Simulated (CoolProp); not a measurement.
Saturation properties of chloromethane (R40) (Tc = 418.6 K, pc = 6.929 MPa, ω = 0.150).

Model: reference Helmholtz-energy equation of state, Thol 2014, in CoolProp.

| T (K) | p (MPa) | vapour density (kg/m³) | enthalpy of vaporisation (kJ/kg) | surface tension (mN/m) |
|---|---|---|---|---|
| 255.5 | 0.1324 | 3.285 | 421.6 | 22.4 |
| 265 | 0.1925 | 4.662 | 411.6 | 20.8 |
| 274.5 | 0.2718 | 6.447 | 401.3 | 19.2 |
| 284 | 0.3741 | 8.717 | 390.7 | 17.7 |
| 293.5 | 0.5031 | 11.56 | 379.5 | 16.1 |
| 303 | 0.6631 | 15.08 | 367.8 | 14.6 |
| 312.5 | 0.8584 | 19.39 | 355.5 | 13.1 |
| 322 | 1.093 | 24.64 | 342.4 | 11.7 |
| 331.6 | 1.375 | 31.06 | 328.3 | 10.3 |
| 341.1 | 1.704 | 38.74 | 313.3 | 8.88 |
| 350.6 | 2.087 | 48.02 | 297.0 | 7.53 |
| 360.1 | 2.529 | 59.29 | 279.2 | 6.23 |
| 369.6 | 3.036 | 73.08 | 259.4 | 4.97 |
| 379.1 | 3.613 | 90.23 | 237.2 | 3.77 |
| 388.6 | 4.268 | 112.1 | 211.3 | 2.63 |

It boils at 249.2 K under 1 atm.

Surface tension comes from a separate correlation (Mulero 2014).
